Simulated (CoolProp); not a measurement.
Aqueous potassium acetate as a coolant, 34 % by mass, freezing at -30.0 °C, 1 atm.

The numbers come from the Melinder's fits for secondary coolants in CoolProp.

```csv
T (°C),Prandtl number,density (kg/m³),cp (kJ/(kg K)),viscosity (mPa s)
-25.3,114,1198,3.018,16.3
-17.5,72.7,1195,3.036,10.6
-9.8,49.6,1193,3.053,7.34
-2.1,35.5,1190,3.070,5.34
5.7,26.5,1187,3.087,4.04
13.4,20.6,1184,3.104,3.19
21.1,16.5,1180,3.122,2.59
28.9,13.5,1176,3.140,2.14
36.6,11.2,1173,3.160,1.81
```
